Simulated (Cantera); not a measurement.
Feed: 1 mol NiS, 3 mol H₂, 7.2 mol N₂, held at 11.0 Pa.

These are equilibrium values from Cantera (NASA tables, ideal gas, pure condensed phases), not measurements of a reactor. Candidate condensed phases: Ni, NiS, NiS₂, Ni₃S₂, Ni₃S₄, S; 17 gas species. Kinetics and transport are ignored. All values below are at 1077 °C.

Base state: N₂ 0.695, H₂ 0.287, S₂ 0.0143, H₂S 0.00293, SH 0.000536, H 0.000122, S 6.72e-5, Ni 1.06e-5 (mole fractions); condensed: Ni₃S₂(l).

Problem. What changes in the equilibrium state with this change: H₂ from 3 to 1 mol?

Solution. 
```tsv
species	before	after
N₂	0.695	0.861
H₂	0.287	0.118
S₂	0.0143	0.0190
NiS	9.72e-6	1.02e-5
H₂S	0.00293	0.00139
H	0.000122	7.80e-5
Ni₃S₂(l), mol	0.333	0.333
```
